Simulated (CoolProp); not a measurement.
A closed Brayton cycle with carbon dioxide: compressor inlet 333.15 K and 7.7 MPa, high pressure 24.5 MPa, turbine inlet 955 K, compressor efficiency 0.89, turbine efficiency 0.93, recuperator effectiveness 0.8 (on enthalpy, no pinch check). Each further row changes one setting.

Computed with CoolProp (reference Helmholtz-energy equation of state, Span 1996).

```csv
case,thermal efficiency (%),net work (kJ/kg),compressor to turbine work,compressor exit (K),turbine exit (K)
as stated,34.2,115,0.37,437.4,799.8
turbine inlet 905 K,33.2,104,0.39,437.4,755.2
compressor inlet 343.15 K,33.4,109,0.40,451.7,799.8
high pressure 20.8 MPa,32.5,102,0.35,422.1,820.9
recuperator effectiveness 0.5,24.9,115,0.37,437.4,799.8
```
